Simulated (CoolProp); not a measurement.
Vapour-liquid equilibrium of cis-2-butene (1) + acetone (2) at 10.8 bar; x and y are mole fractions of (1).

The numbers come from the multi-fluid Helmholtz-energy mixture model, Lemmon 2005 and Lemmon 2006; pair parameters Bell 2016 in CoolProp.

Problem. Give the bubble temperature and the first vapour's composition at x = 0.2, 0.275, 0.5. Is there an azeotrope?

Solution. x = 0.2: 118.6 °C, y = 0.503; x = 0.275: 111.7 °C, y = 0.599; x = 0.5: 99.1 °C, y = 0.757. No azeotrope shows between x = 0.05 and 0.95.

Pair parameters are fitted to limited data, so mixtures are less certain than the pure fluids.
